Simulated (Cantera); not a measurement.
A closed system holds: 1 mol Fe₂O₃, 32 mol HCl, 0.42 mol O₂, at 1723 K and 100 Torr.

Equilibrium computed with Cantera from the NASA thermochemical tables; the gas is ideal and each condensed phase is pure. Candidate condensed phases: Fe, FeCl₂, FeCl₃, FeO, Fe(OH)₂, Fe(OH)₃, Fe₂O₃, Fe₃O₄, H₂O; 22 gas species. Rates play no part.

Base state: HCl 0.790, H₂O 0.0874, FeCl₂ 0.0587, Cl 0.0426, O₂ 0.0140, Cl₂ 0.00516, FeCl₃ 0.00166, OH 0.000333 (mole fractions); condensed: gas only.

### Question
What changes in the equilibrium state with this change: temperature from 1723 K to 1873 K?

### Answer
```csv
species,before,after
HCl,0.790,0.769
H₂O,0.0874,0.0939
Cl,0.0426,0.0632
O₂,0.0140,0.0101
FeCl₂,0.0587,0.0592
H,3.58e-6,2.88e-5
H₂,5.15e-5,0.000265
O,1.84e-5,6.50e-5
FeCl₃,0.00166,0.000659
OH,0.000333,0.000791
```

### Question
What changes in the equilibrium state with this change: temperature from 1723 K to 1775 K?

### Answer
```tsv
species	before	after
HCl	0.790	0.783
H₂O	0.0874	0.0895
FeCl₂	0.0587	0.0590
Cl	0.0426	0.0497
O₂	0.0140	0.0128
H₂	5.15e-5	9.23e-5
O	1.84e-5	2.96e-5
FeCl₃	0.00166	0.00120
OH	0.000333	0.000460
```

### Question
What changes in the equilibrium state with this change: O₂ from 0.42 to 0.1 mol?

### Answer
```tsv
species	before	after
HCl	0.790	0.807
H₂O	0.0874	0.0838
FeCl₂	0.0587	0.0595
O₂	0.0140	0.00669
Cl	0.0426	0.0369
ClO	3.53e-5	2.11e-5
O	1.84e-5	1.27e-5
HOCl	1.28e-5	9.03e-6
```
